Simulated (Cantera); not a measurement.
What does this Cantera script print?

```python
import numpy as np
import cantera as ct

gas_names = [...]  # 87 gases of nasa_gas.yaml made of C, H, Si
cond_names = """
    C(gr) C6H6(L) C7H8(L) C8H18(L),n-octa Si(cr) Si(L) SiC(b)
""".split()


# ... load() reads the species with a 1 bar reference pressure and builds the phases ...
atoms = {
    'CH3SiH3': {'C': 1, 'H': 6, 'Si': 1},
    'C2H2': {'C': 2, 'H': 2},
    'H2': {'H': 2},
}
top_T = {'C(gr)': 4500, 'SiC(b)': 3050}  # K; cautious upper limits of use, not melting points


# ... equilibrate(T, P, feed) seeds the gas with the atoms and calls Mixture.equilibrate('TP', solver="vcs", rtol=1e-11, max_steps=5000) ...
results = []
feed = {'CH3SiH3': 1, 'C2H2': 0.44, 'H2': 1.2}  # mol
P = 6800  # Pa
for T in [1873, 1948, 2023, 2098, 2173, 2248, 2323, 2398, 2473, 2548, 2623]:
    mix = equilibrate(T, P, feed)
    results.append((T, P, feed, dict(zip(mix.species_names, mix.species_moles))))

top = {s: max(r[3][s] / sum(r[3][g] for g in gas_names) for r in results) for s in gas_names}
cols = sorted((s for s in top if top[s] > 0.0001), key=lambda s: -top[s])[:8]
seen = [c for c in cond_names if any(r[3].get(c, 0) > 1e-12 for r in results)]
print("log10 of partial pressures in bar; condensed amounts in mol")
print(f"{'T/K':>10s}" + "".join(f"{s[:9]:>10s}" for s in cols + seen))
for T, P, feed, n in results:
    ng = sum(n[g] for g in gas_names)
    print(f"{T:10.4g}" + "".join(f"{np.log10(max(n[s] / ng * P / 1e5, 1e-99)):10.3f}" for s in cols)
          + "".join(f"{n.get(c, 0):10.4g}" for c in seen))
```

Result:

```
log10 of partial pressures in bar; condensed amounts in mol
       T/K        H2         H        Si      SiC2 C2H2,acet      Si2C       SiH       Si2     C(gr)    SiC(b)
      1873    -1.169    -3.775    -6.534    -8.192    -4.674    -8.346    -7.149   -10.139    0.8769         1
      1948    -1.170    -3.532    -5.981    -7.472    -4.438    -7.641    -6.680    -9.368    0.8749    0.9999
      2023    -1.171    -3.307    -5.469    -6.806    -4.220    -6.990    -6.247    -8.654    0.8719    0.9997
      2098    -1.173    -3.098    -4.995    -6.190    -4.019    -6.387    -5.845    -7.993    0.8675     0.999
      2173    -1.177    -2.905    -4.554    -5.616    -3.833    -5.826    -5.473    -7.378    0.8618    0.9973
      2248    -1.182    -2.725    -4.143    -5.083    -3.662    -5.305    -5.127    -6.806    0.8551     0.993
      2323    -1.189    -2.558    -3.758    -4.584    -3.504    -4.818    -4.806    -6.271    0.8488    0.9823
      2398    -1.200    -2.403    -3.398    -4.118    -3.361    -4.362    -4.507    -5.770    0.8466    0.9571
      2473    -1.217    -2.260    -3.061    -3.681    -3.233    -3.936    -4.229    -5.300     0.856    0.8991
      2548    -1.244    -2.131    -2.743    -3.270    -3.123    -3.535    -3.974    -4.859    0.8929    0.7678
      2623    -1.287    -2.019    -2.444    -2.884    -3.039    -3.158    -3.743    -4.444    0.9903    0.4688
```

Equilibrium computed with Cantera from the NASA thermochemical tables; the gas is ideal and each condensed phase is pure. The feed counts by its element totals alone. Gases not in the tables: Si2H6 and higher silanes.
